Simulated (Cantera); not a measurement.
Input: 1 mol Si, 0.012 mol O₂, 14 mol H₂, at 750 Torr.

Method: chemical equilibrium by Gibbs-energy minimisation in Cantera with the NASA 1993 tables (ideal gas, pure condensed phases). Candidate condensed phases: H₂O, Si, SiO₂; 18 gas species. Mutual solubility and eutectic melting of coexisting phases are not modelled. The tables hold silica as quartz up to 1696 K and as liquid above; real silica turns to tridymite and cristobalite and melts near 1996 K. Gases not in the tables: Si₂H₆ and higher silanes. Equilibrium is a limit: real reactors are often held back by kinetics, nucleation or transport.

log p: log10 of the partial pressure in bar; n: condensed amount in mol.

| T (°C) | log p H₂ | log p H | log p SiO | log p SiH₂ | log p Si | log p SiH | log p H₂O | n Si(s) | n SiO₂(β-quartz) | n Si(l) |
|---|---|---|---|---|---|---|---|---|---|---|
| 652 | 0.00 | -9.58 | -10.76 | … | <-12 | <-12 | -9.88 | 0.988 | 0.0120 | 0 |
| 802 | 0.00 | -7.83 | -8.02 | … | <-12 | <-12 | -8.27 | 0.988 | 0.0120 | 0 |
| 952 | 0.00 | -6.51 | -5.96 | … | -11.46 | -10.35 | -7.06 | 0.988 | 0.0120 | 0 |
| 1102 | 0.00 | -5.47 | -4.37 | … | -9.39 | -8.64 | -6.12 | 0.988 | 0.0117 | 0 |
| 1252 | 0.00 | -4.63 | -3.09 | … | -7.72 | -7.26 | -5.37 | 0.982 | 0.00629 | 0 |
| 1402 | 0.00 | -3.94 | -2.77 | … | -6.36 | -6.14 | -5.47 | 0.976 | 0 | 0 |
| 1552 | 0.00 | -3.36 | -2.77 | … | -5.34 | -5.32 | -5.71 | 0 | 0 | 0.975 |
| 1702 | 0.00 | -2.86 | -2.77 | … | -4.49 | -4.63 | -5.90 | 0 | 0 | 0.974 |
| 1852 | 0.00 | -2.44 | -2.77 | … | -3.76 | -4.05 | -6.06 | 0 | 0 | 0.969 |

Q: Complete the blanks.

A: 
- 652, log p SiH₂: -11.05
- 802, log p SiH₂: -9.15
- 952, log p SiH₂: -7.71
- 1102, log p SiH₂: -6.59
- 1252, log p SiH₂: -5.69
- 1402, log p SiH₂: -4.95
- 1552, log p SiH₂: -4.45
- 1702, log p SiH₂: -4.04
- 1852, log p SiH₂: -3.69
